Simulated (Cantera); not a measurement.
Input: 1 mol SiC, 0.82 mol O2, 14 mol H2, held at 1227 °C and 195 Torr.

Cantera equilibrium calculation (NASA polynomials, part measured and part estimated; ideal gas, pure solids and liquids). Candidate condensed phases: C, C6H6, C7H8, C8H18, H2O, Si, SiC, SiO2; 123 gas species. Mutual solubility and eutectic melting of coexisting phases are not modelled. The tables hold silica as quartz up to 1696 K and as liquid above; real silica turns to tridymite and cristobalite and melts near 1996 K. Equilibrium is a limit: real reactors are often held back by kinetics, nucleation or transport.

Base state: H2 0.962, CO 0.0374, CH4 0.000353, SiO 0.000225, H 3.39e-5, H2O 2.82e-5 (mole fractions); condensed: SiC(s) + SiO2(β-quartz).

### Question
What changes in the equilibrium state with this change: temperature from 1227 °C to 1350 °C?

### Answer
```
species                before     after
-------------------  --------  --------
H2                      0.962     0.957
CO                     0.0374    0.0387
SiO                  0.000225   0.00401
CH4                  0.000353   6.16e-5
H                     3.39e-5  0.000133
SiC(s), mol             0.451     0.434
SiO2(β-quartz), mol     0.546     0.508
```
